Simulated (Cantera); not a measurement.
## Silicon oxide and oxynitride deposition: SiH2Cl2 + O2 + H2

Input: 1 mol SiH2Cl2, 0.7 mol O2, 70 mol H2, equilibrated at 1125 K.

These are equilibrium values from Cantera (NASA tables, ideal gas, pure condensed phases), not measurements of a reactor. Candidate condensed phases: H2O, Si, SiO2; 30 gas species. Mutual solubility and eutectic melting of coexisting phases are not modelled. The tables' values for SiCl3 are old estimates; treat these amounts as uncertain. Kinetics and transport are ignored.

```
P (Pa)   x H2   x HCl  x SiHCl3   x SiCl4   x SiCl2     x SiO   n Si(s)  n SiO2(β-quartz)
------  -----  ------  --------  --------  --------  --------  --------  ----------------
5       0.973  0.0250   1.51e-6   2.24e-6   0.00136   0.00107     0.162             0.662
17      0.973  0.0249   5.12e-6   7.55e-6   0.00135  0.000314     0.188             0.689
59      0.974  0.0248   1.75e-5   2.56e-5   0.00134   9.05e-5     0.193             0.697
210     0.974  0.0244   5.91e-5   8.52e-5   0.00129   2.54e-5     0.188             0.699
710     0.975  0.0234  0.000177  0.000244   0.00119   7.52e-6     0.171             0.700
2400    0.976  0.0214  0.000456  0.000576  0.000995   2.23e-6     0.135             0.700
8400    0.979  0.0182  0.000985   0.00106  0.000720   6.36e-7    0.0753             0.700
29000   0.981  0.0146   0.00174   0.00149  0.000460   1.84e-7  0.000373             0.700
100000  0.982  0.0142   0.00196   0.00163  0.000155   3.19e-8         0             0.700
```
x: gas mole fraction; n: condensed amount in mol.

From 5.00 Pa to 0.290 bar the condensed part is Si(s) + SiO2(β-quartz). At 1.00 bar the condensed part is SiO2(β-quartz). The main Si-bearing gas is SiCl2 at 5.00 Pa and SiHCl3 at 1.00 bar.
